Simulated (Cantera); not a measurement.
Predominance diagram of Ca at 1725 K against the partial pressures of O2 and F2 (log10, bar). Source: NASA polynomial tables (part measured, part estimated), evaluated in Cantera. Candidates: Ca(l), CaF2(l), CaO(s). Only these pure phases compete in this equilibrium. Not in the tables: oxide halides.

Task: Which phase is stable at these pairs, and which metal-bearing vapour leads over it? (-10.3, -1.9); (-12.5, -13.5); (-2.2, -0.5); (-9.6, -3.4); (-2.2, -10.6); (-2.2, -7.7); (-8.8, -12.1)

Result: 
| log p(O2) | log p(F2) | phase | chief vapour | log p (bar) |
|---|---|---|---|---|
| -10.3 | -1.9 | CaF2(l) | CaF2 | -3.9 |
| -12.5 | -13.5 | CaF2(l) | CaF2 | -3.9 |
| -2.2 | -0.5 | CaF2(l) | CaF2 | -3.9 |
| -9.6 | -3.4 | CaF2(l) | CaF2 | -3.9 |
| -2.2 | -10.6 | CaF2(l) | CaF2 | -3.9 |
| -2.2 | -7.7 | CaF2(l) | CaF2 | -3.9 |
| -8.8 | -12.1 | CaF2(l) | CaF2 | -3.9 |
